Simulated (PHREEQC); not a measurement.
NaCl is added in steps, without added water, to 1 kg of water holding 0.0025 mol H2SO4, 0.026 mol LiCl and 0.0052 mol Fe2(SO4)3, at 10 °C. O2 is buffered at 0.21 atm. CO2 from the air is kept out. Solids allowed: Fe(OH)3(a), Jarosite-Na, Halite, Mirabilite. Others were left out.

Base run: PHREEQC, ion-association model, wateq4f.dat. Each further column changes one thing. The table gives pH.

```
NaCl added (mol)  base  temperature from 10 to 40 °C  Fe2(SO4)3 left out
----------------  ----  ----------------------------  ------------------
0                 2.44                          2.43                2.39
0.002437          2.43                           ___                2.39
0.004875          2.39                           ___                2.39
0.00975           2.35                           ___                2.40
0.01219           2.34                           ___                2.40
0.01463           2.33                          2.10                2.40
0.01706           2.32                          2.10                2.40
0.02194           2.31                          2.08                2.40
0.02438           2.30                          2.08                2.40
0.02681           2.30                          2.08                2.40
0.02925           2.29                          2.07                2.40
0.03413           2.28                          2.07                2.40
0.03656           2.28                          2.07                2.40
0.039             2.28                           ___                2.40
```

Q: Some entries are withheld; supply them.

A: 
- 0.002437, temperature from 10 to 40 °C: 2.21
- 0.004875, temperature from 10 to 40 °C: 2.16
- 0.00975, temperature from 10 to 40 °C: 2.12
- 0.01219, temperature from 10 to 40 °C: 2.11
- 0.039, temperature from 10 to 40 °C: 2.06

At this temperature some constants are extrapolated from 25 °C, and those without enthalpy data are left unchanged. Solids allowed in the column 'Fe2(SO4)3 left out': Halite, Mirabilite.
